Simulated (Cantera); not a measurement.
Ignition delay

Mixture: 1.89 % C3H8, 20.6 % O2, 77.5 % N2, at 24.7 atm, adiabatic and at constant pressure. Ignition delay is the time to a rise of 400 K.

Cantera simulation using GRI-Mech 3.0 (53 species, 325 reactions); the numbers are that mechanism's predictions, not measurements. GRI-Mech 3.0 was tuned for natural gas; its chemistry of propane as a main component is partial and can be far from experiment. The pressure lies above the range GRI-Mech 3.0 was tuned for (to about 10 atm).

```tsv
T0 (K)	delay (ms)
1198	0.757
1298	0.163
1398	0.0412
1498	0.0129
1598	0.00504
1698	0.00237
1798	0.00131
```

| Item | Result |
|---|---|
| apparent activation energy between 1598 and 1798 K | 160 kJ/mol |
